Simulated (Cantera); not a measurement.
# MgF2 + H2O + N2 (halide evaporation, hydrolysis and transport)

Input: 1 mol MgF2, a varied amount of H2O, 14 mol N2, held at 1125 K and 0.0133 bar.

Cantera equilibrium calculation (NASA polynomials, part measured and part estimated; ideal gas, pure solids and liquids). Candidate condensed phases: H2O, Mg, MgF2, MgO, Mg(OH)2; 50 gas species. Mutual solubility and eutectic melting of coexisting phases are not modelled. Rates play no part.

```csv
n(H2O) (mol),x N2,x H2O,x HF,x H2,x O2,x OH,n MgF2(s),n MgO(s)
2.5,0.828,0.124,0.0477,2.49e-6,1.08e-6,1.58e-7,0.597,0.403
2.9,0.807,0.142,0.0510,2.72e-6,1.19e-6,1.72e-7,0.558,0.442
3.5,0.778,0.167,0.0553,3.02e-6,1.33e-6,1.92e-7,0.502,0.498
4.2,0.746,0.194,0.0597,3.33e-6,1.48e-6,2.13e-7,0.440,0.560
5,0.713,0.223,0.0639,3.65e-6,1.63e-6,2.34e-7,0.372,0.627
6,0.676,0.255,0.0685,3.99e-6,1.79e-6,2.56e-7,0.291,0.709
7.2,0.636,0.291,0.0730,4.34e-6,1.95e-6,2.80e-7,0.196,0.804
8.6,0.595,0.327,0.0775,4.69e-6,2.12e-6,3.03e-7,0.0893,0.911
10,0.560,0.360,0.0800,4.99e-6,2.27e-6,3.23e-7,0,1.000
12,0.519,0.407,0.0741,5.41e-6,2.47e-6,3.51e-7,0,1.000
15,0.467,0.467,0.0667,5.91e-6,2.71e-6,3.85e-7,0,1.000
18,0.424,0.515,0.0606,6.31e-6,2.91e-6,4.11e-7,0,1.000
```
x: gas mole fraction; n: condensed amount in mol.

From 2.5 mol H2O to 8.6 mol H2O the condensed part is MgF2(s) + MgO(s). From 10 mol H2O to 18 mol H2O the condensed part is MgO(s). The main Mg-bearing gas is MgF2 throughout.
